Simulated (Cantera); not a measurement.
A freely propagating, adiabatic, planar premixed flame of H₂ : O₂ : N₂ = 1 : 0.278 : 1.04 (molar parts), equivalence ratio 1.8, unburnt at 500 K and 1.01 bar; mixture-averaged transport, grid criteria slope 0.08 and curve 0.16, no radiation.

Computed with Cantera and the H2/O2 subset of GRI-Mech 3.0, which has no nitrogen chemistry. Burning velocities carry a grid error of a few per cent, more on coarse grids.

Problem. What does this change do: inlet temperature 500 to 375 K?

Solution. 
| quantity | before | after |
|---|---|---|
| laminar burning velocity | 677 cm/s | 433 cm/s |
| thermal thickness | 0.411 mm | 0.356 mm |
| peak x(HO₂) | 0.000348 | 0.000449 |
| peak x(O) | 0.00483 | 0.00407 |
| peak x(OH) | 0.00645 | 0.00521 |

Problem. What does this change do: H2 1 to 0.75 parts?

Solution. 
```csv
quantity,before,after
laminar burning velocity,677 cm/s,646 cm/s
thermal thickness,0.411 mm,0.418 mm
peak x(HO₂),0.000348,0.000371
peak x(O),0.00483,0.00840
peak x(OH),0.00645,0.0132
```
